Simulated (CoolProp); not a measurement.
A single-stage vapour-compression cycle with fluoroethane (R161): evaporating at 289.15 K (dew point), condensing at 347.15 K (bubble point), superheat 0 K, subcooling 2 K, compressor efficiency 0.65, no pressure losses. Each further row changes one setting.

Model: reference Helmholtz-energy equation of state, Wu 2012, in CoolProp.

```tsv
case	cooling COP	pressure ratio	discharge temperature (K)	refrigerating effect (kJ/kg)	volumetric capacity (kJ/m³)
as stated	2.24	4.06	382.0	217	3610
evaporating temperature 294.15 K	2.55	[?]	378.2	220	[?]
condensing temperature 342.15 K	2.57	3.66	375.0	231	3840
subcooling 7 K	2.39	4.06	382.0	231	3850
superheat 10 K	2.25	4.06	392.3	231	[?]
compressor efficiency 0.55	1.89	4.06	390.9	217	3610
```

**Question.** Complete the blanks.

**Answer.** 
- evaporating temperature 294.15 K, pressure ratio: 3.52
- evaporating temperature 294.15 K, volumetric capacity (kJ/m³): 4220
- superheat 10 K, volumetric capacity (kJ/m³): 3650
